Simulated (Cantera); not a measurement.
Input: 1 mol SiCl₄, 1.6 mol NH₃, 3 mol N₂, equilibrated at 100 Torr.

Method: chemical equilibrium by Gibbs-energy minimisation in Cantera with the NASA 1993 tables (ideal gas, pure condensed phases). Candidate condensed phases: NH₄Cl, Si, Si₃N₄; 28 gas species. The numbers say what is thermodynamically allowed, not how fast it happens.

Q: What share of the Si ends up in condensed phases as a function of T (°C), at 1327, 1402, 1477, 1552, 1627, 1702, 1777?

A: 
| T (°C) | Si condensed (%) | as |
|---|---|---|
| 1327 | 32.7 | Si₃N₄(s) |
| 1402 | 12.8 | Si₃N₄(s) |
| 1477 | 0.0 | - |
| 1552 | 0.0 | - |
| 1627 | 0.0 | - |
| 1702 | 0.0 | - |
| 1777 | 0.0 | - |
